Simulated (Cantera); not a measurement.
An adiabatic, constant-pressure homogeneous reactor starts with CH4 : H2 : O2 : N2 = 1 : 0.094 : 3.2 : 12 (molar parts), equivalence ratio 0.64, at 1375 K and 1.00 atm. Integrator tolerance rtol = 1e-08.

Detailed kinetics in Cantera: GRI-Mech 3.0 (53 species, 325 reactions).

Q: What does this change do: H2 0.094 to 0.056 parts?

A: 
```json
[
 {"quantity": "time of steepest temperature rise", "before": "2.03 ms", "after": "2.53 ms"},
 {"quantity": "temperature at 6.00 s", "before": "2491 K", "after": "2484 K"},
 {"quantity": "equilibrium temperature", "before": "2491 K", "after": "2484 K"},
 {"quantity": "x(CH4) at 6.00 s", "before": "<1e-12 (gas-phase equilibrium <1e-12)", "after": "<1e-12 (gas-phase equilibrium <1e-12)"},
 {"quantity": "x(H2) at 6.00 s", "before": "0.00265 (gas-phase equilibrium 0.00265)", "after": "0.00250 (gas-phase equilibrium 0.00250)"},
 {"quantity": "x(O2) at 6.00 s", "before": "0.0649 (gas-phase equilibrium 0.0649)", "after": "0.0660 (gas-phase equilibrium 0.0660)"},
 {"quantity": "x(C2H) at 6.00 s", "before": "<1e-12 (gas-phase equilibrium <1e-12)", "after": "<1e-12 (gas-phase equilibrium <1e-12)"},
 {"quantity": "x(H) at 6.00 s", "before": "0.00124 (gas-phase equilibrium 0.00124)", "after": "0.00117 (gas-phase equilibrium 0.00117)"}
]
```

Q: What does this change do: N2 12 to 21 parts?

A: 
```
quantity                                                            before                                      after
---------------------------------  ---------------------------------------  -----------------------------------------
time of steepest temperature rise                                  2.03 ms                                    3.33 ms
temperature at 6.00 s                                               2491 K                                     2201 K
equilibrium temperature                                             2491 K                                     2201 K
x(CH4) at 6.00 s                     <1e-12 (gas-phase equilibrium <1e-12)      <1e-12 (gas-phase equilibrium <1e-12)
x(H2) at 6.00 s                    0.00265 (gas-phase equilibrium 0.00265)  0.000450 (gas-phase equilibrium 0.000450)
x(O2) at 6.00 s                      0.0649 (gas-phase equilibrium 0.0649)      0.0424 (gas-phase equilibrium 0.0424)
x(C2H) at 6.00 s                     <1e-12 (gas-phase equilibrium <1e-12)      <1e-12 (gas-phase equilibrium <1e-12)
x(H) at 6.00 s                     0.00124 (gas-phase equilibrium 0.00124)  0.000120 (gas-phase equilibrium 0.000120)
```
